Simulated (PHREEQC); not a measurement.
A solution holds 2.6 mmol/kgw CdSO4, 6 mmol/kgw H3BO3 and 0.29 mmol/kgw FeSO4, at 25 °C. Closed to the air; pH follows from the charge balance.

Model: ion-association model, wateq4f.dat, run in PHREEQC.

Task: The ionic strength comes out as 0.00897 mol/kgw. What activity coefficients do Cd(SO4)2-2, H2BO3-, Cd+2, H+, Fe+2 get?

Result: Cd(SO4)2-2 0.67, H2BO3- 0.90, Cd+2 0.67, H+ 0.92, Fe+2 0.69.

No solid was allowed to form.
